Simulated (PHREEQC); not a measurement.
Dissolve 0.016 mol CdCl2 and 6.8e-05 mol H2SO4 per kg of water at 65 °C. Closed to the air; pH follows from the charge balance.

The numbers come from PHREEQC with the ion-association model, phreeqc.dat.

This is a speciation only: nothing precipitates in the calculation.

Question: Predict the pH, ionic strength.

Answer: pH 3.93; ionic strength 0.0295 mol/kgw.

Question: In which forms is Cl present?

Answer: Cl- 70 %, CdCl+ 26 %, CdCl2 3.9 % of the Cl.

Complexes and solids missing from the database can't appear. Away from 25 °C the constants follow the database's enthalpies or fits; those with neither stay at their 25 °C values.
